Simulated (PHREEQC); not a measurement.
A solution holds 41 mmol/kgw Ba(NO3)2, at 25 °C. Closed to the air; pH follows from the charge balance.

The numbers come from PHREEQC with the ion-association model, phreeqc.dat.

```
quantity                  before  after
------------------------  ------  -----
pH                          6.97   1.85
ionic strength (mol/kgw)   0.123  0.237
```

Question: What was changed between the two runs?
(A) Ba(NO3)2 from 0.041 to 0.0615 mol/kgw
(B) Ba(NO3)2 replaced by Fe(NO3)3 at the same molality
(C) 0.0007 mol/kgw HCl added
(D) temperature from 25 to 70 °C
(E) diluted 2-fold with water

Answer: B, Ba(NO3)2 replaced by Fe(NO3)3 at the same molality

This is a speciation only: nothing precipitates in the calculation. Some of these states are supersaturated (in Hematite (slow to form), Goethite (slow to form), for instance).
